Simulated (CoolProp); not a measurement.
The fluid at 293.15 K and 1.31 MPa (liquid) is heated at constant pressure to 455 K. The same conditions are run with several fluids, on thermodynamics alone (safety and materials aside).

Model: reference Helmholtz-energy equation of state of each fluid (dimethyl carbonate: Zhou 2011; trans-2-butene: Lemmon 2005; R123: Younglove 1994; n-nonane: Lemmon 2006), in CoolProp.

```json
[
 {"fluid": "dimethyl carbonate", "heat (kJ/kg)": "324", "final phase": "liquid", "final density (kg/m³)": "829"},
 {"fluid": "trans-2-butene", "heat (kJ/kg)": "672", "final phase": "gas", "final density (kg/m³)": "21.6"},
 {"fluid": "R123", "heat (kJ/kg)": "___", "final phase": "gas", "final density (kg/m³)": "___"},
 {"fluid": "n-nonane", "heat (kJ/kg)": "___", "final phase": "liquid", "final density (kg/m³)": "582"}
]
```

Q: What belongs in the gaps?

A: 
- R123, heat (kJ/kg): 285
- R123, final density (kg/m³): 61.4
- n-nonane, heat (kJ/kg): 407
